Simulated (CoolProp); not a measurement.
n-butane at 453.07 K and 0.253 MPa is throttled through a valve to 0.116 MPa with no heat exchange. Each further row changes one setting.

The numbers come from the reference Helmholtz-energy equation of state, Bücker 2006 in CoolProp.

```csv
case,temperature change (K),final density (kg/m³)
as stated,(withheld),(withheld)
outlet pressure 0.0348 MPa,-1.5,(withheld)
outlet pressure 0.151 MPa,(withheld),2.36
```

**Question.** Some entries are withheld; supply them.

**Answer.** 
- as stated, temperature change (K): -0.9
- as stated, final density (kg/m³): 1.81
- outlet pressure 0.0348 MPa, final density (kg/m³): 0.540
- outlet pressure 0.151 MPa, temperature change (K): -0.7
